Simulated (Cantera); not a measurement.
**Adiabatic ignition**

An adiabatic, constant-pressure homogeneous reactor starts with CH4 : O2 : N2 = 1 : 2.02 : 7.6 (molar parts), equivalence ratio 0.99, at 1175 K and 7500 Torr.

Detailed kinetics in Cantera: GRI-Mech 3.0 (53 species, 325 reactions).

```
t (s)     T (K)   x CH4    x O2    x C2H2     x H2O     x NO    x HCN
--------  -----  ------  ------  --------  --------  -------  -------
7.00e-6    1175  0.0942   0.190    <1e-12   1.30e-9   <1e-12   <1e-12
1.59e-5    1175  0.0942   0.190    <1e-12   7.26e-9   <1e-12   <1e-12
3.61e-5    1175  0.0942   0.190    <1e-12   4.39e-8   <1e-12   <1e-12
8.20e-5    1175  0.0942   0.190    <1e-12   2.97e-7   <1e-12   <1e-12
0.000186   1175  0.0942   0.190    <1e-12   2.21e-6   <1e-12   <1e-12
0.000423   1175  0.0941   0.190    <1e-12   1.41e-5   <1e-12   <1e-12
0.000962   1175  0.0941   0.190  1.21e-11   5.82e-5   <1e-12   <1e-12
0.00218    1176  0.0939   0.190  2.29e-10  0.000236   <1e-12   <1e-12
0.00496    1188  0.0919   0.188   2.14e-8   0.00203   <1e-12   <1e-12
0.0113     2731  <1e-12  0.0113    <1e-12     0.170  0.00731  1.83e-9
0.0256     2731  <1e-12  0.0113    <1e-12     0.170  0.00731  1.83e-9
0.0581     2731  <1e-12  0.0113    <1e-12     0.170  0.00731  1.83e-9
0.132      2731  <1e-12  0.0113    <1e-12     0.170  0.00731  1.83e-9
0.300      2731  <1e-12  0.0113    <1e-12     0.170  0.00731  1.83e-9
```
x: mole fraction; the columns are a selection and need not sum to one.

* **time of steepest temperature rise**: 6.46 ms
* **temperature at 0.300 s**: 2731 K
* **equilibrium temperature**: 2731 K
* **x(CH4) at 0.300 s**: <1e-12 (gas-phase equilibrium <1e-12)
* **x(O2) at 0.300 s**: 0.0113 (gas-phase equilibrium 0.0113)
* **x(C2H2) at 0.300 s**: <1e-12 (gas-phase equilibrium <1e-12)
